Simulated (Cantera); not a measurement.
Cantera run, input and output.

```python
import numpy as np
import cantera as ct

gas = ct.Solution("h2o2.yaml")
gas.TPX = 950, 3200, {'H2': 0.046, 'O2': 1}
inlet = ct.Reservoir(gas, clone=True)

reactor = ct.IdealGasConstPressureReactor(gas, energy="off", clone=False)
exhaust = ct.Reservoir(gas, clone=True)
tau = [4.5, 1.5, 0.5, 0.17, 0.056, 0.019, 0.0063, 0.0021, 0.0007][0]
for a, b in ((inlet, reactor), (reactor, exhaust)):
    ct.MassFlowController(a, b, mdot=lambda t: reactor.mass / tau)
net = ct.ReactorNet([reactor])
show = ['H2', 'O2', 'HO2', 'H2O', 'H', 'H2O2', 'OH']

rows = []
print(f"{'tau/s':>10s}{'T/K':>9s}" + "".join(f"{s:>11s}" for s in show))
for tau in [4.5, 1.5, 0.5, 0.17, 0.056, 0.019, 0.0063, 0.0021, 0.0007]:
    net.initial_time = 0.0
    net.advance(30 * tau)
    before = gas.X
    net.advance(40 * tau)
    drift = np.max(np.abs(gas.X - before) / (gas.X + 1e-9))
    rows.append([gas.T, *gas[show].X, drift])
    print(f"{tau:10.3e}{gas.T:9.1f}" + "".join(f"{x:11.3e}" for x in gas[show].X))
```

It prints:

```
     tau/s      T/K         H2         O2        HO2        H2O          H       H2O2         OH
 4.500e+00    950.0  2.311e-04  9.549e-01  2.675e-06  4.468e-02  4.643e-06  1.314e-07  8.126e-05
 1.500e+00    950.0  4.315e-04  9.547e-01  4.196e-06  4.445e-02  1.385e-05  1.780e-07  1.252e-04
 5.000e-01    950.0  7.893e-04  9.545e-01  6.352e-06  4.402e-02  4.105e-05  2.418e-07  1.978e-04
 1.700e-01    950.0  1.409e-03  9.540e-01  9.124e-06  4.328e-02  1.181e-04  3.249e-07  3.158e-04
 5.600e-02    950.0  2.536e-03  9.532e-01  1.244e-05  4.189e-02  3.428e-04  4.310e-07  5.150e-04
 1.900e-02    950.0  4.473e-03  9.518e-01  1.558e-05  3.941e-02  9.246e-04  5.446e-07  8.193e-04
 6.300e-03    950.0  7.980e-03  9.495e-01  1.789e-05  3.484e-02  2.292e-03  6.464e-07  1.256e-03
 2.100e-03    950.0  1.429e-02  9.470e-01  1.854e-05  2.700e-02  4.405e-03  6.930e-07  1.705e-03
 7.000e-04    950.0  2.570e-02  9.476e-01  1.703e-05  1.518e-02  4.698e-03  5.935e-07  1.712e-03
```

Model: the H2/O2 subset of GRI-Mech 3.0, which has no nitrogen chemistry, integrated in Cantera. Radical loss at walls, strong at low pressure, is not modelled. The temperature is held fixed by assumption; the heat of reaction is taken as removed at once.
